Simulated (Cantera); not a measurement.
A perfectly stirred reactor is fed with C₂H₆ : H₂ = 1 : 6.1 (molar parts), at 0.160 bar; it is held at 1973 K, and followed from long to short residence time.

Model: GRI-Mech 3.0 (53 species, 325 reactions), integrated in Cantera. GRI-Mech 3.0 stops at C3 and has no aromatics, soot or wall deposition, so with more carbon than oxygen in the feed, carbon stays in small species such as C2H2 where larger ones or solid carbon would form.

Task: What does this change do: pressure from 0.160 bar to 0.660 bar?

Result: 
```
quantity                 before    after
----------------------  -------  -------
x(C₂H₆) at τ = 23.0 s   5.02e-8  1.86e-7
x(H₂) at τ = 23.0 s       0.886    0.886
x(CH₂) at τ = 23.0 s    3.94e-7  2.66e-7
x(C₂H₂) at τ = 23.0 s     0.109    0.108
x(CH₄) at τ = 23.0 s    0.00121  0.00335
x(C₂H₆) at τ = 88.0 ms  1.04e-5  5.75e-6
x(H₂) at τ = 88.0 ms      0.878    0.880
x(CH₂) at τ = 88.0 ms   4.20e-6  1.03e-6
x(C₂H₂) at τ = 88.0 ms    0.104    0.104
x(CH₄) at τ = 88.0 ms    0.0140   0.0132
```

Task: What does this change do: temperature 1973 to 1448 K?

Result: 
| quantity | before | after |
|---|---|---|
| x(C₂H₆) at τ = 23.0 s | 5.02e-8 | 2.60e-5 |
| x(H₂) at τ = 23.0 s | 0.886 | 0.853 |
| x(CH₂) at τ = 23.0 s | 3.94e-7 | 8.80e-10 |
| x(C₂H₂) at τ = 23.0 s | 0.109 | 0.0816 |
| x(CH₄) at τ = 23.0 s | 0.00121 | 0.0597 |
| x(C₂H₆) at τ = 88.0 ms | 1.04e-5 | 0.00110 |
| x(H₂) at τ = 88.0 ms | 0.878 | 0.852 |
| x(CH₂) at τ = 88.0 ms | 4.20e-6 | 1.76e-8 |
| x(C₂H₂) at τ = 88.0 ms | 0.104 | 0.0727 |
| x(CH₄) at τ = 88.0 ms | 0.0140 | 0.0590 |
